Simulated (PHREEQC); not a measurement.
PHREEQC input (ion-association model, wateq4f.dat):

```
SOLUTION_MASTER_SPECIES
  An  An-  0  An  62.0  # stands for a non-complexing anion
SOLUTION_SPECIES
  An- = An-
    -log_k 0
    -gamma 3.0 0
PHASES
  Fix_H+
    H+ = H+
    -log_k 0
SOLUTION 1
  temp 25
  units mmol/kgw
  pH 7 charge
  Na 5
  An 5
END
SELECTED_OUTPUT 1
  -reset false
  -pH true
  -pe true
  -ionic_strength true
  -water true
  -totals Na
  -molalities Hfo_wOH Hfo_wOH2+ Hfo_wO- Hfo_sOH Hfo_sOH2+ Hfo_sO-
USER_PUNCH 1
  -headings sigma psi
  10 PUNCH EDL("sigma", "Hfo"), EDL("psi", "Hfo")
PRINT
  -reset false
USE solution 1
SURFACE 1
  Hfo_wOH 0.00107865 600 0.48
  Hfo_sOH 2.69663e-05
EQUILIBRIUM_PHASES 1
  Fix_H+ -3 HAn 10
    -force_equality true
  O2(g) -0.68 10
END
# ... the last block is repeated for the other 12 points of pH, with NaOH or the acid as the point needs
```

Selected output (columns that matter, 13 of 13 rows; pH added in front):

```
pH	mu	Na	m_Hfo_wOH	m_Hfo_wOH2+	m_Hfo_wO-	m_Hfo_sOH	m_Hfo_sOH2+	m_Hfo_sO-	sigma	psi
3	0.0065348	0.005	0.00018871	0.00088902	9.1766e-07	4.7178e-06	2.2226e-05	2.2941e-08	0.305	0.21396
3.67	0.005564	0.005	0.00041434	0.00065834	5.9739e-06	1.0358e-05	1.6459e-05	1.4935e-07	0.22404	0.20225
4.33	0.0052724	0.005	0.00060756	0.0004524	1.8692e-05	1.5189e-05	1.131e-05	4.673e-07	0.14894	0.18268
5	0.0051464	0.005	0.00073321	0.00030507	4.037e-05	1.833e-05	7.6267e-06	1.0093e-06	0.090903	0.158
5.67	0.005079	0.005	0.00079521	0.00021654	6.6902e-05	1.988e-05	5.4134e-06	1.6725e-06	0.051388	0.12925
6.33	0.0050408	0.005	0.00081864	0.00016935	9.0656e-05	2.0466e-05	4.2338e-06	2.2664e-06	0.027026	0.097271
7	0.0050189	0.005	0.00082594	0.00014472	0.00010798	2.0649e-05	3.6181e-06	2.6996e-06	0.012617	0.061902
7.67	0.0050062	0.005	0.00082778	0.00013149	0.00011938	2.0695e-05	3.2874e-06	2.9844e-06	0.0041615	0.024787
8.33	0.0050053	0.0050083	0.00082795	0.0001224	0.0001283	2.0699e-05	3.0601e-06	3.2074e-06	-0.0020243	-0.01241
9	0.0050248	0.0050388	0.00082686	0.00011222	0.00013957	2.0672e-05	2.8055e-06	3.4893e-06	-0.0093941	-0.049847
9.67	0.0050826	0.0051146	0.00082207	9.7035e-05	0.00015955	2.0552e-05	2.4259e-06	3.9886e-06	-0.021467	-0.085896
10.33	0.0052952	0.0053588	0.00080514	7.4693e-05	0.00019882	2.0128e-05	1.8673e-06	4.9705e-06	-0.042628	-0.11875
11	0.0062109	0.0063324	0.00075038	4.564e-05	0.00028263	1.8759e-05	1.141e-06	7.0657e-06	-0.081387	-0.14754
```

The oxide is taken as insoluble; below pH 4 it would dissolve.
